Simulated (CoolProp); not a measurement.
Computed with CoolProp (reference Helmholtz-energy equation of state, de Reuck 1993).

Question: For methanol, give the phase and the cp (kJ/(kg K)), Joule-Thomson coefficient (K/MPa), conductivity (mW/(m K)) at 346.85 °C and 119 kPa; 346.85 °C and 449 kPa; 346.85 °C and 4110 kPa.

Answer: 
- 346.85 °C and 119 kPa: gas; cp 2.15, Joule-Thomson coefficient 3.43, conductivity 55.8
- 346.85 °C and 449 kPa: gas; cp 2.18, Joule-Thomson coefficient 3.51, conductivity 56.3
- 346.85 °C and 4110 kPa: gas; cp 2.55, Joule-Thomson coefficient 4.10, conductivity 62.8

Thermal conductivity comes from a separate model (Sykioti 2013).
